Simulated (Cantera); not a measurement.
## Equilibrium for chlorosilane synthesis and conversion: SiCl4 + H2

Input: 1 mol SiCl4, 7 mol H2, held at 1025 °C.

Cantera equilibrium calculation (NASA polynomials, part measured and part estimated; ideal gas, pure solids and liquids). Candidate condensed phases: Si; 19 gas species. The tables' values for SiCl3 are old estimates; treat these amounts as uncertain. Kinetics and transport are ignored.

| P (Pa) | x H2 | x HCl | x SiCl4 | x SiHCl3 | x SiCl2 | x SiCl3 | x SiH2Cl2 | x SiH3Cl |
|---|---|---|---|---|---|---|---|---|
| 10000 | 0.770 | 0.111 | 0.0473 | 0.0148 | 0.0387 | 0.0175 | 0.000652 | 8.07e-6 |
| 20000 | 0.783 | 0.0969 | 0.0539 | 0.0196 | 0.0295 | 0.0163 | 0.00101 | 1.45e-5 |
| 42000 | 0.794 | 0.0843 | 0.0595 | 0.0253 | 0.0208 | 0.0144 | 0.00151 | 2.55e-5 |
| 85000 | 0.802 | 0.0751 | 0.0636 | 0.0307 | 0.0140 | 0.0122 | 0.00208 | 3.98e-5 |
| 170000 | 0.808 | 0.0685 | 0.0664 | 0.0354 | 0.00884 | 0.00991 | 0.00266 | 5.60e-5 |
| 350000 | 0.812 | 0.0638 | 0.0685 | 0.0393 | 0.00512 | 0.00766 | 0.00318 | 7.24e-5 |
| 720000 | 0.815 | 0.0609 | 0.0699 | 0.0422 | 0.00280 | 0.00572 | 0.00359 | 8.57e-5 |
| 1500000 | 0.816 | 0.0592 | 0.0709 | 0.0441 | 0.00145 | 0.00414 | 0.00387 | 9.53e-5 |
| 3000000 | 0.817 | 0.0582 | 0.0715 | 0.0453 | 0.000754 | 0.00300 | 0.00404 | 0.000101 |
x: gas mole fraction; nothing condenses.

From 75.0 Torr to 22500 Torr nothing is condensed. The main Si-bearing gas is SiCl4 throughout.
